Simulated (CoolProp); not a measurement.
500 sccm (0 °C, 1 atm) of nitrogen bubbles through liquid n-hexane at 282.6 K and leaves saturated at a total pressure of 0.15 MPa (ideal gas phase). Each further row changes one setting.

Model: reference Helmholtz-energy equation of state, Thol 2019, in CoolProp.

```
case                      vapour pressure (kPa)  mole fraction of vapour  delivery (mg/min)  delivery (sccm)  change of delivery for a bath 1 K warmer (%)
------------------------  ---------------------  -----------------------  -----------------  ---------------  --------------------------------------------
as stated                                  9.82                   0.0654                135             35.0                                           5.4
bath temperature 287.6 K                   12.5                   0.0833                175             45.5                                           5.3
total pressure 0.3 MPa                     9.82                   0.0327               65.0             16.9                                           5.2
```
